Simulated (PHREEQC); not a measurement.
0.57 g of hydrous ferric oxide (600 m²/g; 0.2 weak and 0.005 strong sites per Fe, Dzombak-Morel constants, diffuse double layer) in 1 kg of water with 0.05 mol/kgw of an inert sodium salt and 1.4e-05 mol/kgw ZnCl2, at 25 °C; the pH is set by adding NaOH or the inert anion's acid. Oxygen is held at 0.21 atm. The system is closed to CO2. Nothing may precipitate in this run.

Base run: PHREEQC, ion-association model, wateq4f.dat. Each further column changes one thing. The table gives surface charge σ (C/m²).

| pH | base | background salt from 0.05 to 0.005 mol/kgw | oxide from 0.57 to 2.8 g/kgw | 0.00048 mol/kgw NaF added |
|---|---|---|---|---|
| 3 | 0.357 | 0.306 | 0.358 | 0.259 |
| 3.38 | 0.342 | 0.261 | 0.343 | 0.244 |
| 4.12 | 0.282 | 0.172 | 0.284 | 0.203 |
| 4.5 | 0.239 | 0.133 | 0.240 | 0.174 |
| 4.88 | 0.194 | 0.100 | 0.196 | 0.143 |
| 5.62 | 0.120 | 0.054 | 0.120 | 0.091 |
| 6 | 0.090 | 0.038 | 0.090 | 0.070 |
| 6.38 | 0.065 | 0.026 | 0.065 | 0.053 |
| 7.12 | 0.030 | 0.011 | 0.030 | 0.026 |
| 7.5 | 0.017 | 0.006 | 0.017 | 0.016 |
| 7.88 | 0.007 | 0.002 | 0.006 | 0.006 |
| 8.62 | -0.013 | -0.005 | -0.014 | -0.014 |
| 9 | -0.025 | -0.009 | -0.026 | -0.025 |

The oxide is taken as insoluble; below pH 4 it would dissolve.
